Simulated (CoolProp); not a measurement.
Chlorine at several states: fugacity coefficient from the reference equation and from simpler models built on Tc = 416.9 K, pc = 76.42 bar, ω = 0.070; each cubic takes its own stable root.

Model: reference Helmholtz-energy equation of state, Thol 2021, in CoolProp.

```
T (K)  p (bar)  phase  reference  Redlich-Kwong  Peng-Robinson
-----  -------  -----  ---------  -------------  -------------
273      0.953    gas     0.9843         0.9863         0.9857
414.5     6.43    gas     0.9728         0.9710         0.9678
407.7     64.6    gas     0.7096         0.6998         0.6776
```
